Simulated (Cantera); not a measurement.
**Stirred combustor or abatement burner**

A perfectly stirred reactor is fed with 14.6 % H2, 17.9 % O2, 67.2 % N2, 0.293 % NO, at 1000000 Pa; it is adiabatic with a 425 K inlet, and is followed from long to short residence time, starting on the burning branch (τ in s: 0.067, 0.03, 0.013, 0.0059, 0.0026, 0.0012, 0.00051, 0.00023, 0.0001, 4.5e-05, 2e-05, 8.9e-06, 3.9e-06).

Cantera simulation using GRI-Mech 3.0 (53 species, 325 reactions); the numbers are that mechanism's predictions, not measurements. The hydrogen kinetics of GRI-Mech 3.0 are dated; newer H2 mechanisms differ, most at raised pressure. The mechanism lacks 2 NO + O2 → 2 NO2 and HONO, so NO2 and the effect of NO are under-described below about 1400 K.

```
τ (s)    T (K)      x H2   x O2     x NO       x H    x N2O   x N2
-------  -----  --------  -----  -------  --------  -------  -----
0.067     1553   5.50e-5  0.114  0.00306   2.21e-7  7.94e-7  0.725
0.030     1553  0.000100  0.114  0.00303   4.63e-7  1.20e-6  0.725
0.013     1552  0.000185  0.114  0.00300   1.01e-6  1.86e-6  0.725
0.0059    1551  0.000326  0.114  0.00298   2.16e-6  2.78e-6  0.725
0.0026    1549  0.000586  0.114  0.00297   4.77e-6  4.08e-6  0.725
0.0012    1545   0.00102  0.114  0.00296   1.02e-5  5.66e-6  0.725
0.00051   1538   0.00192  0.114  0.00296   2.34e-5  7.96e-6  0.724
0.00023   1526   0.00352  0.115  0.00296   5.02e-5  1.08e-5  0.724
0.00010   1501   0.00704  0.116  0.00295  0.000108  1.50e-5  0.722
4.5e-5     425     0.146  0.179  0.00293    <1e-12   <1e-12  0.672
2.0e-5     425     0.146  0.179  0.00293    <1e-12   <1e-12  0.672
8.9e-6     425     0.146  0.179  0.00293    <1e-12   <1e-12  0.672
3.9e-6     425     0.146  0.179  0.00293    <1e-12   <1e-12  0.672
```
x: mole fraction; the columns are a selection and need not sum to one.
